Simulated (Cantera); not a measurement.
**Equilibrium for fluorocarbon and chlorocarbon gases: CH3Cl + CH4**

Feed: 1 mol CH3Cl, 0.34 mol CH4, at 1.70 mbar.

Method: chemical equilibrium by Gibbs-energy minimisation in Cantera with the NASA 1993 tables (ideal gas, pure condensed phases). Candidate condensed phases: C, C6H6, C7H8, C8H18; 91 gas species. Kinetics and transport are ignored.

| T (K) | log p H2 | log p HCl | log p H | log p Cl | log p C2H2 (acetylene) | log p CH4 | log p Cl2 | log p CH3 | n C(graphite) |
|---|---|---|---|---|---|---|---|---|---|
| 1000 | -2.97 | -3.20 | -10.13 | -10.39 | -11.92 | -6.96 | -13.95 | -12.89 | 1.34 |
| 1075 | -2.97 | -3.20 | -9.32 | -9.59 | -11.10 | -7.29 | -13.26 | -12.38 | 1.34 |
| 1150 | -2.97 | -3.20 | -8.61 | -8.89 | -10.38 | -7.58 | -12.66 | -11.94 | 1.34 |
| 1225 | -2.97 | -3.20 | -7.99 | -8.28 | -9.76 | -7.83 | -12.14 | -11.56 | 1.34 |
| 1300 | -2.97 | -3.20 | -7.44 | -7.74 | -9.21 | -8.05 | -11.67 | -11.23 | 1.34 |
| 1375 | -2.97 | -3.20 | -6.95 | -7.26 | -8.72 | -8.25 | -11.25 | -10.93 | 1.34 |
| 1450 | -2.97 | -3.20 | -6.51 | -6.82 | -8.28 | -8.43 | -10.88 | -10.66 | 1.34 |
| 1525 | -2.97 | -3.20 | -6.11 | -6.43 | -7.89 | -8.59 | -10.54 | -10.42 | 1.34 |
| 1600 | -2.97 | -3.20 | -5.75 | -6.08 | -7.53 | -8.73 | -10.24 | -10.20 | 1.34 |
| 1675 | -2.97 | -3.20 | -5.42 | -5.76 | -7.21 | -8.87 | -9.96 | -10.01 | 1.34 |
| 1750 | -2.97 | -3.20 | -5.12 | -5.46 | -6.91 | -8.99 | -9.71 | -9.83 | 1.34 |
log p: log10 of the partial pressure in bar; n: condensed amount in mol.

From 1000 K to 1750 K the condensed part is C(graphite). The main C-bearing gas is CH4 at 1000 K and C2H2 (acetylene) at 1750 K.
